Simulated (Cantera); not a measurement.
An isothermal, constant-pressure homogeneous reactor starts with CH₄ : H₂O = 1 : 0.64 (molar parts), at 1450 K and 2.10 bar.

Computed with Cantera and GRI-Mech 3.0 (53 species, 325 reactions). GRI-Mech 3.0 stops at C3 and has no aromatics, soot or wall deposition, so with more carbon than oxygen in the feed, carbon stays in small species such as C2H2 where larger ones or solid carbon would form.

One state of this run: x CH₄ = 0.498; x H₂O = 0.365; x H₂O₂ = <1e-12; x H = 9.17e-7; x O₂ = <1e-12. x: mole fraction; the columns are a selection and need not sum to one.

Q: Which value of t (s) does it belong to?
(A) 3.32
(B) 0.122
(C) 6.02e-6
(D) 0.0135

A: B, 0.122
